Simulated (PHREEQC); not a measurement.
A solution holds 0.081 mol/kgw NH4HF2, 0.00059 mol/kgw H2SiF6, 0.07 mol/kgw H3PO4 and 0.0079 mol/kgw HCl, at 25 °C. Closed to the air; pH follows from the charge balance.

Equilibrium calculation in PHREEQC: ion-association model, phreeqc.dat.

This is a speciation only: nothing precipitates in the calculation.

### Question
What pH, ionic strength does the model give?

### Answer
pH 2.32; ionic strength 0.0873 mol/kgw.

### Question
In which forms is F present?

### Answer
HF 72 %, F- 13 %, HF2- 12 %, SiF6-2 2.1 % of the F.

SiF6-2 is the database's only silicon fluoride.
